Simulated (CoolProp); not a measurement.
Vapour-liquid equilibrium of R134a (1) + R227EA (2) at 256.6 K; x and y are mole fractions of (1).

Computed with CoolProp (multi-fluid Helmholtz-energy mixture model, Tillner-Roth 1994 and Lemmon 2016; pair parameters Bell 2016).

```tsv
x	bubble pressure (MPa)	y at the bubble point	dew pressure at overall composition x (MPa)	liquid density (mol/L)
0.05	0.1043	0.083	0.1027	9.234
0.125	0.1098	0.194	0.1063	9.463
0.2	0.1149	0.292	0.1101	9.703
0.275	0.1198	0.380	0.1140	9.955
0.35	0.1244	0.460	0.1181	[?]
0.425	0.1287	0.533	0.1224	10.50
0.5	0.1328	[?]	[?]	10.79
0.575	[?]	0.665	[?]	11.10
0.65	0.1401	0.726	0.1357	11.42
0.725	0.1435	0.785	0.1401	11.77
0.8	0.1466	0.844	0.1442	12.13
0.875	0.1494	0.901	0.1481	[?]
0.95	0.1521	0.960	0.1516	[?]
```

Question: Fill in the missing entries.

Answer: 
- 0.35, liquid density (mol/L): 10.22
- 0.5, y at the bubble point: 0.601
- 0.5, dew pressure at overall composition x (MPa): 0.1268
- 0.575, bubble pressure (MPa): 0.1366
- 0.575, dew pressure at overall composition x (MPa): 0.1312
- 0.875, liquid density (mol/L): 12.51
- 0.95, liquid density (mol/L): 12.92

No azeotrope shows between x = 0.05 and 0.95.

The pair parameters rest on a limited set of measurements; away from them the model extrapolates.
